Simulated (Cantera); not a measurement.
A freely propagating, adiabatic, planar premixed flame of H2 : O2 : N2 = 1 : 0.172 : 0.586 (molar parts), equivalence ratio 2.9, unburnt at 623 K and 0.120 bar; mixture-averaged transport, grid criteria slope 0.08 and curve 0.16, no radiation.

Detailed kinetics in Cantera: the H2/O2 subset of GRI-Mech 3.0, which has no nitrogen chemistry. Burning velocities carry a grid error of a few per cent, more on coarse grids.

How do the results move with these cheaper or finer settings: unity-Lewis-number transport; multicomponent transport; multicomponent+Soret transport; grid criteria slope 0.5, curve 1; grid criteria slope 0.25, curve 0.5; grid criteria slope 0.03, curve 0.06?


| setting | laminar burning velocity | thermal thickness | peak x(OH) | peak x(H) | grid points |
|---|---|---|---|---|---|
| as above | 692 cm/s | 7.62 mm | 0.00196 | 0.123 | 154 |
| unity-Lewis-number transport | 430 cm/s | 6.95 mm | 0.00189 | 0.120 | 135 |
| multicomponent transport | 671 cm/s | 7.69 mm | 0.00195 | 0.122 | 154 |
| multicomponent+Soret transport | 657 cm/s | 7.60 mm | 0.00195 | 0.122 | 154 |
| grid criteria slope 0.5, curve 1 | 803 cm/s | 11.1 mm | 0.00196 | 0.122 | 58 |
| grid criteria slope 0.25, curve 0.5 | 761 cm/s | 9.09 mm | 0.00206 | 0.124 | 78 |
| grid criteria slope 0.03, curve 0.06 | 675 cm/s | 7.28 mm | 0.00192 | 0.122 | 325 |
Unity Lewis numbers drop preferential diffusion, which matters most where H2 and H carry the flame; Soret adds thermal diffusion.
